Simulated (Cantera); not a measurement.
A closed system holds: 1 mol TEOS, 0.061 mol O2, a varied amount of N2, equilibrated at 427 °C and 1.20 mbar.

These are equilibrium values from Cantera (NASA tables, ideal gas, pure condensed phases), not measurements of a reactor. Candidate condensed phases: C, C6H6, C7H8, C8H18, H2O, Si, SiC, SiO2, Si2N2O, Si3N4; 151 gas species. The feed counts by its element totals alone. Kinetics and transport are ignored.

At 24 mol N2, list the 5 most abundant gas species with their mole fractions, and the condensed phases.

N2 0.674, H2 0.274, CO 0.0392, CO2 0.00743, H2O 0.00551. Condensed: C(graphite) + SiO2(α-quartz).
